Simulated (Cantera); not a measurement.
# Counterflow diffusion flame

A counterflow diffusion flame at 0.987 atm, nozzles 20 mm apart: fuel side 50.8 % CH4, 15.7 % C2H6, 5.58 % C3H8, 27.9 % N2 at 475 K, oxidiser side 27.0 % O2, 73.0 % N2 at 425 K, fuel mass flux 0.8 times the oxidiser's; mixture-averaged transport, no radiation.

Detailed kinetics in Cantera: GRI-Mech 3.0 (53 species, 325 reactions). GRI-Mech 3.0 has no aromatics or soot, which form on the fuel side of real flames. The maximum strain rate includes the flame's own expansion and is several times the mean.

```json
[
 {"oxidiser flux (kg/m²/s)": "0.25", "max strain (1/s)": "184", "mean strain (1/s)": "32.2", "T max (K)": "2280", "peak x OH": "0.0122", "peak x H": "0.00535", "peak x NO": "0.000476", "peak x CO": "0.0819", "peak x C2H2": "0.0297"},
 {"oxidiser flux (kg/m²/s)": "0.33", "max strain (1/s)": "236", "mean strain (1/s)": "42.6", "T max (K)": "2263", "peak x OH": "0.0123", "peak x H": "0.00560", "peak x NO": "0.000443", "peak x CO": "0.0809", "peak x C2H2": "0.0290"},
 {"oxidiser flux (kg/m²/s)": "0.43", "max strain (1/s)": "298", "mean strain (1/s)": "55.4", "T max (K)": "2248", "peak x OH": "0.0123", "peak x H": "0.00583", "peak x NO": "0.000412", "peak x CO": "0.0798", "peak x C2H2": "0.0282"},
 {"oxidiser flux (kg/m²/s)": "0.56", "max strain (1/s)": "379", "mean strain (1/s)": "72.2", "T max (K)": "2233", "peak x OH": "0.0122", "peak x H": "0.00606", "peak x NO": "0.000383", "peak x CO": "0.0788", "peak x C2H2": "0.0273"},
 {"oxidiser flux (kg/m²/s)": "0.73", "max strain (1/s)": "482", "mean strain (1/s)": "94.1", "T max (K)": "2218", "peak x OH": "0.0122", "peak x H": "0.00630", "peak x NO": "0.000355", "peak x CO": "0.0779", "peak x C2H2": "0.0265"},
 {"oxidiser flux (kg/m²/s)": "0.95", "max strain (1/s)": "613", "mean strain (1/s)": "123", "T max (K)": "2204", "peak x OH": "0.0121", "peak x H": "0.00653", "peak x NO": "0.000328", "peak x CO": "0.0771", "peak x C2H2": "0.0256"},
 {"oxidiser flux (kg/m²/s)": "1.2", "max strain (1/s)": "761", "mean strain (1/s)": "155", "T max (K)": "2193", "peak x OH": "0.0121", "peak x H": "0.00676", "peak x NO": "0.000304", "peak x CO": "0.0766", "peak x C2H2": "0.0249"},
 {"oxidiser flux (kg/m²/s)": "1.6", "max strain (1/s)": "990", "mean strain (1/s)": "206", "T max (K)": "2176", "peak x OH": "0.0119", "peak x H": "0.00699", "peak x NO": "0.000271", "peak x CO": "0.0759", "peak x C2H2": "0.0237"},
 {"oxidiser flux (kg/m²/s)": "2.1", "max strain (1/s)": "1270", "mean strain (1/s)": "271", "T max (K)": "2159", "peak x OH": "0.0117", "peak x H": "0.00717", "peak x NO": "0.000239", "peak x CO": "0.0753", "peak x C2H2": "0.0225"}
]
```
x: mole fraction; the columns are a selection and need not sum to one.
